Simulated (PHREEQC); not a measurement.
**Nickel, zinc or cadmium bath**

Consider water at 25 °C with 4.4 mmol/kgw CdCl2, 45 mmol/kgw Na2SO4 and 0.091 mmol/kgw MnSO4. Closed to the air; pH follows from the charge balance.

The numbers come from PHREEQC with the ion-association model, wateq4f.dat.

Precipitation was switched off in this run.

### Question
Estimate the pH.

### Answer
pH 6.58.

### Question
In which forms is Mn present?

### Answer
Mn+2 55 %, MnSO4 44 %, MnCl+ 0.7 % of the Mn.
